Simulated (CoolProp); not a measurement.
Properties of R236FA along the isobar 0.995 MPa.

Model: reference Helmholtz-energy equation of state, Pan 2012, in CoolProp.

```tsv
T (K)	phase	cp (kJ/(kg K))	cv (kJ/(kg K))	speed of sound (m/s)	isothermal compressibility (1/MPa)	viscosity (µPa s)
254.1	liquid	1.172	0.8177	719.7	0.001843	530
263.8	liquid	1.181	0.8247	678.2	0.002114	458
273.6	liquid	1.193	0.8334	636.8	?	399
283.3	liquid	1.207	0.8434	?	0.002851	351
293	liquid	1.224	0.8546	555.9	0.003356	310
302.7	liquid	1.244	0.8668	?	0.004001	274
312.5	liquid	1.267	0.8800	475.2	0.004859	242
322.2	liquid	1.295	0.8940	434.4	0.006020	215
331.9	liquid	?	0.9091	392.4	0.007691	190
341.6	liquid	1.377	0.9256	348.5	0.01028	166
351.4	gas	1.078	0.9073	116.7	1.337	13.0
361.1	gas	1.060	0.9141	121.7	?	13.4
370.8	gas	1.053	0.9232	126.1	1.228	13.9
380.5	gas	1.052	0.9339	130.0	1.195	14.3
390.3	gas	?	0.9459	133.6	1.168	14.7
400	gas	1.061	0.9586	137.0	1.147	15.1
```

Q: Fill in the missing entries.

A: 
- 273.6, isothermal compressibility (1/MPa): 0.002447
- 283.3, speed of sound (m/s): 596.2
- 302.7, speed of sound (m/s): 515.8
- 331.9, cp (kJ/(kg K)): 1.331
- 361.1, isothermal compressibility (1/MPa): 1.273
- 390.3, cp (kJ/(kg K)): 1.055

Viscosity comes from a separate model (Huber 2003), an estimate that may be off by 10 % or more.
